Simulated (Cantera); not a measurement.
Input: 1 mol c-C4F8, 0.016 mol F2, held at 0.0158 Torr.

Equilibrium computed with Cantera from the NASA thermochemical tables; the gas is ideal and each condensed phase is pure. Candidate condensed phases: C; 13 gas species. The feed counts by its element totals alone. Rates play no part.

Which condensed phases are stable at each of these points (T (K)): 2223, 2273, 2323, 2373, 2423, 2473, 2523, 2573, 2623?


```json
[
 {"T (K)": "2223", "condensed phases": "C(graphite)", "C condensed (%)": "93.6"},
 {"T (K)": "2273", "condensed phases": "C(graphite)", "C condensed (%)": "94.2"},
 {"T (K)": "2323", "condensed phases": "C(graphite)", "C condensed (%)": "93.9"},
 {"T (K)": "2373", "condensed phases": "C(graphite)", "C condensed (%)": "92.5"},
 {"T (K)": "2423", "condensed phases": "C(graphite)", "C condensed (%)": "89.3"},
 {"T (K)": "2473", "condensed phases": "C(graphite)", "C condensed (%)": "82.4"},
 {"T (K)": "2523", "condensed phases": "C(graphite)", "C condensed (%)": "67.8"},
 {"T (K)": "2573", "condensed phases": "C(graphite)", "C condensed (%)": "36.3"},
 {"T (K)": "2623", "condensed phases": "gas only", "C condensed (%)": "0.0"}
]
```

From 2223 K to 2573 K the condensed part is C(graphite). At 2623 K nothing is condensed.
